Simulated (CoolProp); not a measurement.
A single-stage vapour-compression cycle with the fluid: evaporating at 238.15 K (dew point), condensing at 279.15 K (bubble point), superheat 5 K, subcooling 0 K, compressor efficiency 0.8, no pressure losses. The same conditions are run with several fluids, on thermodynamics alone (safety and materials aside).

Model: reference Helmholtz-energy equation of state of each fluid (C2F6 (R116): Lemmon 2006; R152A: Outcalt 1996; C3F8 (R218): Lemmon 2006; R227EA: Lemmon 2016; n-butane: Bücker 2006; R125: Lemmon 2005), in CoolProp.

Question: Rank C2F6 (R116), R152A, C3F8 (R218), R227EA, n-butane, R125 by cooling COP, highest first.

Answer: n-butane (4.02), R152A (3.99), R227EA (3.73), R125 (3.67), C3F8 (R218) (3.40), C2F6 (R116) (2.67)

| fluid | pressure ratio | discharge temperature (K) | refrigerating effect (kJ/kg) | volumetric capacity (kJ/m³) |
|---|---|---|---|---|
| C2F6 (R116) | 3.34 | 287.5 | 47.8 | 2480 |
| R152A | 5.36 | 318.6 | 276 | 564 |
| C3F8 (R218) | 4.57 | 279.2 | 65.8 | 708 |
| R227EA | 5.80 | 283.3 | 98.6 | 356 |
| n-butane | 5.88 | 297.6 | 329 | 210 |
| R125 | 4.36 | 293.4 | 111 | 1300 |

The compression ends wet for: C3F8 (R218).
